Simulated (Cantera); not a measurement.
What does this Cantera script print?

```python
import numpy as np
import cantera as ct

gas_names = [...]  # 45 gases of nasa_gas.yaml made of Al, Cl, H, N, O
cond_names = """
    AL(cr) AL(L) ALCL3(s) ALCL3(L) ALN(s) AL2O3(a) AL2O3(L) H2O(s) H2O(L) NH4CL(a) NH4CL(b)
""".split()


# ... load() reads the species with a 1 bar reference pressure and builds the phases ...
atoms = {
    'Al': {'AL': 1},
    'HCl': {'H': 1, 'CL': 1},
    'N2': {'N': 2},
    'H2O': {'H': 2, 'O': 1},
}
top_T = {'ALN(s)': 2750}  # K; cautious upper limits of use, not melting points


# ... equilibrate(T, P, feed) seeds the gas with the atoms and calls Mixture.equilibrate('TP', solver="vcs", rtol=1e-11, max_steps=5000) ...
results = []
feed = {'Al': 1, 'HCl': 0.57, 'N2': 5.2, 'H2O': 0.042}  # mol
T = 948  # K
P = 1333.22  # Pa
mix = equilibrate(T, P, feed)
results.append((T, P, feed, dict(zip(mix.species_names, mix.species_moles))))
x = sorted(zip(gas.X, gas.species_names), reverse=True)
print(f"T = {T:g} K  P = {P:g} Pa  gas = {mix.phase_moles(0):.4g} mol")
print("   x: " + "  ".join(f"{s} {v:.3e}" for v, s in x if v > 0.001))
print("   condensed (mol): " + ("  ".join(f"{mix.phase(i).name} {mix.phase_moles(i):.4g}"
      for i in range(1, mix.n_phases) if mix.phase_moles(i) > 1e-12) or "none"))
```

It prints:

```
T = 948 K  P = 1333.22 Pa  gas = 5.326 mol
   x: N2 8.980e-01  H2 4.664e-02  HCL 2.952e-02  ALCL3 2.583e-02
   condensed (mol): ALN(s) 0.8344  AL2O3(a) 0.014
```

Method: chemical equilibrium by Gibbs-energy minimisation in Cantera with the NASA 1993 tables (ideal gas, pure condensed phases). Condensed phases not in the tables: AlOCl.
